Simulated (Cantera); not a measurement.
# FeS2 + H2 (hydrogen reduction and annealing atmospheres)

Input: 1 mol FeS2, a varied amount of H2, equilibrated at 2198 K and 0.260 bar.

Method: chemical equilibrium by Gibbs-energy minimisation in Cantera with the NASA 1993 tables (ideal gas, pure condensed phases). Candidate condensed phases: Fe, FeS, FeS2, S; 8 gas species. Rates play no part.

```tsv
n(H2) (mol)	log p H2	log p S2	log p H2S	log p SH	log p H	log p Fe	log p S	n Fe(l)
16	-0.63	-2.07	-2.11	-2.32	-2.57	-2.56	-3.02	0.821
46	-0.61	-2.69	-2.40	-2.62	-2.56	-2.56	-3.33	0.503
76	-0.60	-3.02	-2.55	-2.78	-2.56	-2.56	-3.49	0.184
110	-0.60	-3.27	-2.68	-2.91	-2.55	-2.64	-3.62	0
140	-0.60	-3.45	-2.76	-2.99	-2.55	-2.74	-3.71	0
170	-0.60	-3.59	-2.83	-3.06	-2.55	-2.82	-3.78	0
200	-0.60	-3.71	-2.89	-3.13	-2.55	-2.89	-3.84	0
230	-0.60	-3.82	-2.94	-3.18	-2.55	-2.95	-3.89	0
260	-0.59	-3.91	-2.99	-3.22	-2.55	-3.00	-3.94	0
290	-0.59	-3.99	-3.03	-3.27	-2.55	-3.05	-3.98	0
```
log p: log10 of the partial pressure in bar; n: condensed amount in mol.

From 16 mol H2 to 76 mol H2 the condensed part is Fe(l). From 110 mol H2 to 290 mol H2 nothing is condensed. The main Fe-bearing gas is Fe throughout.
